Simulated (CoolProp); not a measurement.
R125 along the isotherm 379.8 K: density (kg/m³) from the reference equation and from simpler models built on Tc = 339.2 K, pc = 3.618 MPa, ω = 0.305; each cubic takes its own stable root.

Computed with CoolProp (reference Helmholtz-energy equation of state, Lemmon 2005).

```csv
p (MPa),phase,reference,Soave-Redlich-Kwong,Peng-Robinson
0.339,gas,13.17,13.17,13.21
0.678,gas,26.96,___,27.11
1.02,gas,41.56,41.50,41.92
1.36,gas,56.84,56.72,57.49
1.7,gas,72.98,72.77,74.01
2.04,gas,90.09,89.74,91.59
2.37,gas,___,107.2,109.8
2.71,gas,127.2,126.3,129.9
3.05,gas,___,146.8,___
3.39,gas,170.7,168.7,___
3.73,supercritical,195.3,192.3,200.0
4.07,supercritical,222.3,217.9,___
4.41,supercritical,252.0,245.6,257.1
4.75,supercritical,284.9,275.5,289.5
5.09,supercritical,321.3,307.8,324.4
5.43,supercritical,361.5,342.2,361.6
```

Q: Complete the blanks.

A: 
- 0.678, Soave-Redlich-Kwong: 26.94
- 2.37, reference: 107.8
- 3.05, reference: 148.1
- 3.05, Peng-Robinson: 151.5
- 3.39, Peng-Robinson: 174.7
- 4.07, Peng-Robinson: 227.4
